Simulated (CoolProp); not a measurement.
Aqueous sodium chloride as a coolant, 7 % by mass, freezing at -4.4 °C, 1 atm.

Values from CoolProp's Melinder's fits for secondary coolants.

```csv
T (°C),Prandtl number,viscosity (mPa s),conductivity (W/(m K)),cp (kJ/(kg K))
1.4,12.8,1.87,0.560,3.817
6.9,10.7,1.59,0.569,3.824
12.5,8.99,1.36,0.579,3.831
18.1,7.68,1.18,0.588,3.839
23.7,6.64,1.03,0.598,3.845
29.2,5.83,0.918,0.606,3.852
34.8,5.17,0.825,0.615,3.858
```
